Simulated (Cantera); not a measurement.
Charge: 1 mol B, 0.41 mol NH₃, at 1227 °C and 0.100 bar.

Cantera equilibrium calculation (NASA polynomials, part measured and part estimated; ideal gas, pure solids and liquids). Candidate condensed phases: B, BN; 15 gas species. Mutual solubility and eutectic melting of coexisting phases are not modelled. Equilibrium is a limit: real reactors are often held back by kinetics, nucleation or transport.

Base state: H₂ 1.000, H 5.57e-5 (mole fractions); condensed: B(s) + BN(s).

Question: What changes in the equilibrium state with this change: temperature from 1227 °C to 1550 °C?

Answer: 
```tsv
species	before	after
H₂	1.000	0.998
H	5.57e-5	0.00137
BH₂	9.89e-6	0.000153
N₂	5.45e-8	6.49e-5
B(s), mol	0.590	0.590
BN(s), mol	0.410	0.410
```
The tables' values for BH₂ are old estimates; treat these amounts as uncertain.

Question: What changes in the equilibrium state with this change: temperature from 1227 °C to 2052 °C?

Answer: 
```csv
species,before,after
H₂,1.000,0.889
N₂,5.45e-8,0.0760
H,5.57e-5,0.0328
BH₂,9.89e-6,0.00206
B,<1e-9,0.000138
BH,<1e-9,3.37e-5
BH₃,1.94e-6,1.94e-5
"B(s), mol",0.590,0.692
"BN(s), mol",0.410,0.307
```
The tables' values for BH₂ are old estimates; treat these amounts as uncertain. Gases not in the tables: B₂H₆ and higher boranes.
